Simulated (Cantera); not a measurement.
Feed: 1 mol SiC, 0.088 mol CO₂, 5.1 mol H₂, equilibrated at 270 Torr.

Equilibrium computed with Cantera from the NASA thermochemical tables; the gas is ideal and each condensed phase is pure. Candidate condensed phases: C, C₆H₆, C₇H₈, C₈H₁₈, H₂O, Si, SiC, SiO₂; 123 gas species. Mutual solubility and eutectic melting of coexisting phases are not modelled. The tables hold silica as quartz up to 1696 K and as liquid above; real silica turns to tridymite and cristobalite and melts near 1996 K. Gases not in the tables: Si₂H₆ and higher silanes. Kinetics and transport are ignored.

x: gas mole fraction; n: condensed amount in mol.

| T (K) | x H₂ | x CO | x SiO | x H | x CH₄ | x Si | n C(graphite) | n SiC(s) | n SiO₂(β-quartz) |
|---|---|---|---|---|---|---|---|---|---|
| 1173 | 0.993 | 7.53e-5 | 2.54e-8 | 1.96e-7 | 0.00691 | <1e-12 | 0.140 | 0.912 | 0.0878 |
| 1273 | 0.996 | 0.000857 | 5.46e-7 | 1.19e-6 | 0.00335 | <1e-12 | 0.152 | 0.914 | 0.0858 |
| 1373 | 0.991 | 0.00679 | 7.44e-6 | 5.53e-6 | 0.00178 | 4.57e-12 | 0.115 | 0.929 | 0.0705 |
| 1473 | 0.977 | 0.0221 | 8.63e-5 | 2.08e-5 | 0.000675 | 1.49e-10 | 0 | 0.969 | 0.0302 |
| 1573 | 0.976 | 0.0227 | ___ | ___ | ___ | ___ | 0 | 0.969 | ___ |
| 1673 | 0.966 | 0.0250 | 0.00834 | 0.000187 | 4.32e-5 | 1.46e-7 | 0 | 0.956 | 0 |
| 1773 | 0.966 | 0.0250 | 0.00834 | 0.000466 | 3.51e-5 | 1.01e-6 | 0 | 0.956 | 0 |
| 1873 | 0.966 | 0.0250 | 0.00834 | 0.00106 | 2.92e-5 | 5.70e-6 | 0 | 0.956 | 0 |
| 1973 | 0.964 | 0.0250 | 0.00832 | ___ | ___ | ___ | 0 | 0.956 | 0 |
| 2073 | 0.962 | 0.0250 | 0.00826 | 0.00430 | 2.14e-5 | 0.000108 | 0 | 0.955 | 0 |
| 2173 | 0.958 | 0.0251 | 0.00809 | 0.00787 | 1.88e-5 | 0.000379 | 0 | 0.954 | 0 |

Problem. Some entries are withheld; supply them.

Solution. 
- 1573, x SiO: 0.00101
- 1573, x H: 6.69e-5
- 1573, x CH₄: 0.000152
- 1573, x Si: 6.03e-9
- 1573, n SiO₂(β-quartz): 0.0260
- 1973, x H: 0.00221
- 1973, x CH₄: 2.48e-5
- 1973, x Si: 2.68e-5
